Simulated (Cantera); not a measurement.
An isothermal plug-flow reactor at 700 K and 0.790 bar (inlet), inlet velocity 2.2 m/s, active area per volume 730 1/m; feed 3.29 % H₂, 9.17 % O₂, 78.8 % N₂, 8.77 % H₂O, equivalence ratio 0.18.

Model: Deutschmann's 1995 Pt surface mechanism with GRI-Mech 3.0 gas chemistry, integrated in Cantera. Catalytic surfaces can have several steady states; this one follows from the mechanism file's or the stated starting coverage. Mass transfer to the wall is taken as infinitely fast.

x: gas mole fraction; θ: surface coverage.

| z (m) | x H₂ | x O₂ | x H₂O | θ free Pt | θ O* | θ OH* |
|---|---|---|---|---|---|---|
| 0.00078 | 0.00468 | 0.0787 | 0.118 | 0.107 | 0.875 | 0.0184 |
| 0.0015 | ___ | 0.0777 | 0.120 | ___ | 0.926 | ___ |
| 0.0029 | 0.00133 | 0.0771 | 0.121 | 0.0328 | 0.956 | 0.0107 |
| 0.0056 | 0.000652 | 0.0768 | 0.122 | 0.0192 | 0.972 | 0.00830 |
| 0.011 | 0.000269 | 0.0767 | 0.122 | 0.0129 | 0.980 | 0.00683 |
| 0.021 | ___ | 0.0766 | 0.123 | ___ | 0.983 | 0.00614 |
| 0.041 | 9.55e-6 | 0.0765 | 0.123 | 0.00958 | 0.985 | 0.00590 |
| 0.078 | 2.17e-7 | 0.0765 | 0.123 | 0.00948 | 0.985 | 0.00587 |

Problem. Some entries are withheld; supply them.

Solution. 
- 0.0015, x H₂: 0.00255
- 0.0015, θ free Pt: 0.0596
- 0.0015, θ OH*: 0.0142
- 0.021, x H₂: 7.95e-5
- 0.021, θ free Pt: 0.0104
